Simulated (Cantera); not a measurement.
A closed system holds: 1 mol Si3N4, 1.1 mol N2O, 19 mol N2, at 1.40 Pa.

Equilibrium computed with Cantera from the NASA thermochemical tables; the gas is ideal and each condensed phase is pure. Candidate condensed phases: Si, SiO2, Si2N2O, Si3N4; 16 gas species. Mutual solubility and eutectic melting of coexisting phases are not modelled. Equilibrium is a limit: real reactors are often held back by kinetics, nucleation or transport.

Problem. Which condensed phases are stable at each of these points (T (K)): 1325, 1425, 1525, 1625, 1725, 1825, 1925?

Solution. 
```tsv
T (K)	condensed phases	Si condensed (%)
1325	Si2N2O(s) + Si3N4(s)	99.9
1425	Si2N2O(s) + Si3N4(s)	94.3
1525	Si(s)	62.3
1625	Si(s)	54.0
1725	Si(l)	1.5
1825	gas only	0.0
1925	gas only	0.0
```

From 1325 K to 1425 K the condensed part is Si2N2O(s) + Si3N4(s). From 1525 K to 1625 K the condensed part is Si(s). At 1725 K the condensed part is Si(l). From 1825 K to 1925 K nothing is condensed.
